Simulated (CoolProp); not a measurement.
Saturation properties of water (Tc = 647.1 K, pc = 22.06 MPa, ω = 0.344).

Computed with CoolProp (reference Helmholtz-energy equation of state, Wagner 2002).

```tsv
T (K)	p (MPa)	liquid density (kg/m³)	vapour density (kg/m³)	enthalpy of vaporisation (kJ/kg)	vapour viscosity (µPa s)	liquid conductivity (mW/(m K))
337.2	0.02400	981.0	0.1551	___	11.0	655
357.9	0.05730	___	0.3506	2296	11.7	670
378.6	0.1228	954.4	0.7154	2242	12.4	679
399.2	0.2398	938.2	1.338	2185	___	683
419.9	0.4361	920.0	2.346	2124	___	682
440.6	0.7445	900.0	3.887	2057	14.6	676
461.3	1.205	878.1	6.150	1985	15.3	667
481.9	1.860	854.2	9.357	1905	16.0	654
502.6	2.769	827.9	13.85	1815	16.7	637
523.3	___	798.7	20.02	1714	17.4	617
544	5.577	___	___	1599	18.2	593
564.7	7.611	728.9	40.15	1466	19.2	565
585.3	10.16	685.8	56.55	1308	20.3	533
606	13.34	632.6	81.13	1110	21.8	496
626.7	17.26	559.7	122.9	837.2	24.3	453
```

### Question
Some entries are withheld; supply them.

### Answer

- 337.2, enthalpy of vaporisation (kJ/kg): 2348
- 357.9, liquid density (kg/m³): 968.8
- 399.2, vapour viscosity (µPa s): 13.1
- 419.9, vapour viscosity (µPa s): 13.8
- 523.3, p (MPa): 3.986
- 544, liquid density (kg/m³): 766.0
- 544, vapour density (kg/m³): 28.48

It boils at 373.1 K under 1 atm.

Viscosity comes from a separate model (Huber 2009). Thermal conductivity comes from a separate model (Huber 2012).
